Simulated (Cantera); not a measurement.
Equilibrium for aluminium nitride and oxide growth: Al + N₂

A closed system holds: 1 mol Al, 1.1 mol N₂, at 18.0 Pa.

Equilibrium computed with Cantera from the NASA thermochemical tables; the gas is ideal and each condensed phase is pure. Candidate condensed phases: Al, AlN; 5 gas species. Rates play no part.

```csv
T (°C),x N₂,x Al,x Al₂,x N,n AlN(s)
352,1.00,<1e-12,<1e-12,<1e-12,1.00
452,1.00,<1e-12,<1e-12,<1e-12,1.00
552,1.00,<1e-12,<1e-12,<1e-12,1.00
652,1.00,<1e-12,<1e-12,<1e-12,1.00
752,1.00,<1e-12,<1e-12,<1e-12,1.00
852,1.00,<1e-12,<1e-12,<1e-12,1.00
952,1.00,2.60e-10,<1e-12,<1e-12,1.00
1052,1.00,2.98e-8,<1e-12,<1e-12,1.00
1152,1.000,1.74e-6,<1e-12,<1e-12,1.000
1252,1.000,5.91e-5,4.91e-12,8.49e-12,1.000
1352,0.999,0.00130,1.02e-9,8.67e-11,0.999
1452,0.980,0.0199,1.15e-7,6.71e-10,0.988
1552,0.742,0.258,9.93e-6,3.64e-9,0.748
1652,0.524,0.476,1.87e-5,1.58e-8,0
```
x: gas mole fraction; n: condensed amount in mol.

From 352 °C to 1552 °C the condensed part is AlN(s). At 1652 °C nothing is condensed.
